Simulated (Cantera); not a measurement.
An adiabatic, constant-pressure homogeneous reactor starts with CH₄ : C₂H₆ : C₃H₈ : O₂ : N₂ = 1 : 0.21 : 0.089 : 1.51 : 5.69 (molar parts), at 1325 K and 1.00 bar. Integrator tolerance rtol = 1e-08.

Cantera simulation using GRI-Mech 3.0 (53 species, 325 reactions); the numbers are that mechanism's predictions, not measurements.

Q: What does this change do: pressure from 1.00 bar to 0.260 bar?

A: 
```tsv
quantity	before	after
time of steepest temperature rise	0.776 ms	1.85 ms
temperature at 1.00 s	2340 K	2315 K
equilibrium temperature	2340 K	2315 K
x(CH₄) at 1.00 s	4.41e-11 (gas-phase equilibrium 4.97e-11)	3.29e-12 (gas-phase equilibrium 3.68e-12)
x(C₂H₆) at 1.00 s	<1e-12 (gas-phase equilibrium <1e-12)	<1e-12 (gas-phase equilibrium <1e-12)
x(C₃H₈) at 1.00 s	<1e-12 (gas-phase equilibrium <1e-12)	<1e-12 (gas-phase equilibrium <1e-12)
x(C₂H) at 1.00 s	<1e-12 (gas-phase equilibrium <1e-12)	<1e-12 (gas-phase equilibrium <1e-12)
x(H₂O) at 1.00 s	0.111 (gas-phase equilibrium 0.111)	0.110 (gas-phase equilibrium 0.110)
x(HO₂) at 1.00 s	2.14e-9 (gas-phase equilibrium 2.14e-9)	3.17e-9 (gas-phase equilibrium 3.17e-9)
x(C₂H₄) at 1.00 s	<1e-12 (gas-phase equilibrium <1e-12)	<1e-12 (gas-phase equilibrium <1e-12)
```

Q: What does this change do: pressure from 1.00 bar to 2.40 bar?

A: 
```
quantity                                                              before                                      after
---------------------------------  -----------------------------------------  -----------------------------------------
time of steepest temperature rise                                   0.776 ms                                   0.435 ms
temperature at 1.00 s                                                 2340 K                                     2350 K
equilibrium temperature                                               2340 K                                     2350 K
x(CH₄) at 1.00 s                   4.41e-11 (gas-phase equilibrium 4.97e-11)  2.43e-10 (gas-phase equilibrium 2.75e-10)
x(C₂H₆) at 1.00 s                      <1e-12 (gas-phase equilibrium <1e-12)      <1e-12 (gas-phase equilibrium <1e-12)
x(C₃H₈) at 1.00 s                      <1e-12 (gas-phase equilibrium <1e-12)      <1e-12 (gas-phase equilibrium <1e-12)
x(C₂H) at 1.00 s                       <1e-12 (gas-phase equilibrium <1e-12)      <1e-12 (gas-phase equilibrium <1e-12)
x(H₂O) at 1.00 s                         0.111 (gas-phase equilibrium 0.111)        0.112 (gas-phase equilibrium 0.112)
x(HO₂) at 1.00 s                     2.14e-9 (gas-phase equilibrium 2.14e-9)    1.56e-9 (gas-phase equilibrium 1.56e-9)
x(C₂H₄) at 1.00 s                      <1e-12 (gas-phase equilibrium <1e-12)      <1e-12 (gas-phase equilibrium <1e-12)
```
